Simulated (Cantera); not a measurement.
Charge: 1 mol SiHCl3, 0.68 mol NH3, 3.7 mol N2, held at 13.3 mbar.

Cantera equilibrium calculation (NASA polynomials, part measured and part estimated; ideal gas, pure solids and liquids). Candidate condensed phases: NH4Cl, Si, Si3N4; 28 gas species. The tables' values for SiCl3 are old estimates; treat these amounts as uncertain. Equilibrium is a limit: real reactors are often held back by kinetics, nucleation or transport. All values below are at 1248 K.

Base state: N2 0.565, HCl 0.295, H2 0.0931, SiCl4 0.0418, SiCl3 0.00292, SiCl2 0.00148, SiHCl3 0.000465 (mole fractions); condensed: Si3N4(s).

Task: What changes in the equilibrium state with this change: N2 from 3.7 to 14 mol?

Result: 
```csv
species,before,after
N2,0.565,0.831
HCl,0.295,0.127
H2,0.0931,0.0280
SiCl4,0.0418,0.0122
SiHCl3,0.000465,9.48e-5
SiCl3,0.00292,0.00109
SiCl2,0.00148,0.000701
"Si3N4(s), mol",0.235,0.255
```
